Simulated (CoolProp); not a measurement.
n-decane along the isobar 1.62 MPa: Z from the reference equation and from simpler models built on Tc = 617.7 K, pc = 2.101 MPa, ω = 0.488; each cubic takes its own stable root.

Model: reference Helmholtz-energy equation of state, Lemmon 2006, in CoolProp. It is a short technical equation, of lower accuracy than the large ones.

```
T (K)   phase  reference
-----  ------  ---------
364.6  liquid     0.1124
382.3  liquid     0.1095
400.1  liquid     0.1070
417.8  liquid     0.1048
435.6  liquid     0.1030
453.3  liquid     0.1016
471.1  liquid     0.1005
488.8  liquid    0.09983
506.6  liquid    0.09960
524.4  liquid    0.09991
542.1  liquid     0.1009
559.9  liquid     0.1031
```

**Question.** How far does each simpler model (van der Waals, Peng-Robinson) lie from the reference over these 12 states: mean and median of the absolute difference, and the worst?

**Answer.** 
- van der Waals: mean 82.6 %, median 82.4 %, worst +84.4 % at 364.6 K and 1.62 MPa
- Peng-Robinson: mean 6.0 %, median 5.4 %, worst +10.0 % at 559.9 K and 1.62 MPa
